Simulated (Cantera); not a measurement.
A closed system holds: 1 mol Al, 0.7 mol Cl2, 5.9 mol H2, equilibrated at 902 °C and 750 Torr.

Method: chemical equilibrium by Gibbs-energy minimisation in Cantera with the NASA 1993 tables (ideal gas, pure condensed phases). Candidate condensed phases: Al, AlCl3; 12 gas species. The tables' values for AlCl2 are old estimates; treat these amounts as uncertain. Kinetics and transport are ignored.

Base state: H2 0.912, AlCl3 0.0609, AlCl 0.0214, AlCl2 0.00589, HCl 0.000231, Al2Cl6 4.81e-5 (mole fractions); condensed: Al(l).

Task: What changes in the equilibrium state with this change: pressure from 750 Torr to 0.0345 Torr?

Result: 
```json
[
 {"species": "H2", "before": "0.912", "after": "0.847"},
 {"species": "AlCl", "before": "0.0214", "after": "0.116"},
 {"species": "AlCl3", "before": "0.0609", "after": "0.0207"},
 {"species": "Al2Cl6", "before": "4.81e-5", "after": "<1e-9"},
 {"species": "H", "before": "1.17e-7", "after": "1.66e-5"},
 {"species": "HCl", "before": "0.000231", "after": "0.00825"},
 {"species": "AlCl2", "before": "0.00589", "after": "0.00799"},
 {"species": "Al(l), mol", "before": "0.429", "after": "0"}
]
```
